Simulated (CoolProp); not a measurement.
Vapour-liquid equilibrium of benzene (1) + m-xylene (2) at 395.1 K; x and y are mole fractions of (1).

The numbers come from the multi-fluid Helmholtz-energy mixture model, Thol 2012 and Zhou 2012; pair parameters Bell 2016 in CoolProp.

Question: Give the bubble pressure and the first vapour's composition at x = 0.05, 0.2, 0.35. Is there an azeotrope?

Answer: x = 0.05: 75.10 kPa, y = 0.204; x = 0.2: 112.1 kPa, y = 0.542; x = 0.35: 148.7 kPa, y = 0.713. No azeotrope shows between x = 0.05 and 0.95.

The pair parameters rest on a limited set of measurements; away from them the model extrapolates.
